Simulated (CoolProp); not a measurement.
Properties of octamethyltrisiloxane (MDM) along the isobar 756 kPa.

Computed with CoolProp (reference Helmholtz-energy equation of state, Thol 2017).

```
T (K)   phase  cv (kJ/(kg K))  expansivity (1/kK)
-----  ------  --------------  ------------------
481.1  liquid           1.925               2.671
492.9  liquid           1.954               3.032
504.6  liquid           1.983               3.553
516.3  liquid           2.012               4.395
528.1     gas           2.015               7.677
539.8     gas           2.032               6.002
551.5     gas           2.050               5.010
563.3     gas           2.069               4.339
575       gas           2.088               3.857
```
